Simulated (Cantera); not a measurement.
Cantera run, input and output.

```python
import numpy as np
import cantera as ct

gas = ct.Solution("gri30.yaml")
gas.TPX = 1375, 101325, {'CH2O': 0.022, 'O2': 0.0047, 'N2': 1}
reactor = ct.IdealGasConstPressureReactor(gas, energy="off", clone=False)
net = ct.ReactorNet([reactor])
net.rtol, net.atol = 1e-08, 1e-18
show = ['CH2O', 'O2', 'C2H', 'HO2', 'CH4']
times = np.geomspace(0.0006, 1, 9)

steps = ct.SolutionArray(gas, extra=["t"])
rows = []
print(f"{'t/s':>10s}{'T/K':>9s}{'P/Pa':>11s}" + "".join(f"{s:>11s}" for s in show))
for t in times:
    while net.time < t:
        t_next = net.step()
        steps.append(gas.state, t=t_next)
    rows.append([np.interp(t, steps.t, y) for y in (steps.T, steps.P, *steps(*show).X.T)])
    print(f"{t:10.3e}{rows[-1][0]:9.1f}{rows[-1][1]:11.4g}" + "".join(f"{x:11.3e}" for x in rows[-1][2:]))
rate = np.gradient(steps.T, steps.t)
print("integrator steps:", len(steps.t))
if steps.T.max() > steps.T[0] + 200:
    print(f"time of steepest temperature rise: {steps.t[rate.argmax()]:.4e} s")
gas.TPX = 1375, 101325, {'CH2O': 0.022, 'O2': 0.0047, 'N2': 1}
gas.equilibrate("TP")
print(f"equilibrium (TP): T = {gas.T:.1f} K  " + "  ".join(f"{s} {gas[s].X[0]:.3e}" for s in show))
```

It prints:

```
       t/s      T/K       P/Pa       CH2O         O2        C2H        HO2        CH4
 6.000e-04   1375.0  1.013e+05  2.868e-04  2.457e-03  5.350e-17  6.767e-06  3.361e-07
 1.517e-03   1375.0  1.013e+05  7.315e-10  2.075e-06  2.001e-16  7.360e-10  1.619e-09
 3.834e-03   1375.0  1.013e+05  4.590e-10  1.954e-07  2.871e-17  7.530e-11  5.040e-11
 9.690e-03   1375.0  1.013e+05  2.815e-10  2.558e-08  7.256e-18  1.077e-11  4.114e-11
 2.449e-02   1375.0  1.013e+05  1.915e-10  3.643e-09  2.261e-18  1.624e-12  3.902e-11
 6.192e-02   1375.0  1.013e+05  1.525e-10  5.415e-10  7.781e-19  2.413e-13  3.791e-11
 1.565e-01   1375.0  1.013e+05  1.366e-10  8.234e-11  2.839e-19  3.394e-14  3.787e-11
 3.956e-01   1375.0  1.013e+05  1.303e-10  1.268e-11  1.072e-19  4.292e-15  3.808e-11
 1.000e+00   1375.0  1.013e+05  1.278e-10  1.978e-12  4.130e-20  4.687e-16  3.824e-11
integrator steps: 2455
equilibrium (TP): T = 1375.0 K  CH2O 1.262e-10  O2 1.324e-14  C2H 2.897e-23  HO2 2.223e-18  CH4 2.550e-10
```

Cantera simulation using GRI-Mech 3.0 (53 species, 325 reactions); the numbers are that mechanism's predictions, not measurements.
